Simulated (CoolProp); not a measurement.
Vapour-liquid equilibrium of R134a (1) + R227EA (2) at 326 K; x and y are mole fractions of (1).

Values from CoolProp's multi-fluid Helmholtz-energy mixture model, Tillner-Roth 1994 and Lemmon 2016; pair parameters Bell 2016.

```csv
x,"bubble pressure, mixture model (MPa)","bubble pressure, Raoult's law (MPa)","y, mixture model","y, Raoult's law"
0.05,1.012,1.007,0.068,0.070
0.125,1.051,1.039,0.163,0.170
0.2,1.089,1.071,0.253,0.264
0.275,1.126,1.104,0.337,0.353
0.35,1.162,1.136,0.416,0.436
0.425,1.196,1.168,0.492,0.515
0.5,1.229,1.200,0.564,0.589
0.575,1.261,1.232,0.633,0.660
0.65,1.292,1.265,0.700,0.727
0.725,1.321,1.297,0.766,0.791
0.8,1.348,1.329,0.830,0.852
0.875,1.374,1.361,0.894,0.910
0.95,1.399,1.393,0.958,0.965
```

The largest gap from Raoult's law is +2.4 % in bubble pressure, at x = 0.5. No azeotrope shows between x = 0.05 and 0.95.

The pair parameters rest on a limited set of measurements; away from them the model extrapolates.
